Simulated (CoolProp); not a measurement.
Values from CoolProp's reference Helmholtz-energy equation of state, Gao 2020.

For ammonia, give the phase and the Joule-Thomson coefficient (K/MPa), viscosity (µPa s), conductivity (mW/(m K)) at 446.3 K and 341 kPa; 446.3 K and 2320 kPa; 446.3 K and 56800 kPa.


- 446.3 K and 341 kPa: gas; Joule-Thomson coefficient 7.74, viscosity 15.8, conductivity 44.5
- 446.3 K and 2320 kPa: gas; Joule-Thomson coefficient 7.54, viscosity 15.8, conductivity 46.3
- 446.3 K and 56800 kPa: supercritical; Joule-Thomson coefficient 0.205, viscosity 60.9, conductivity 293

Viscosity comes from a separate model (Fenghour 1995). Thermal conductivity comes from a separate model (Tufeu 1984).
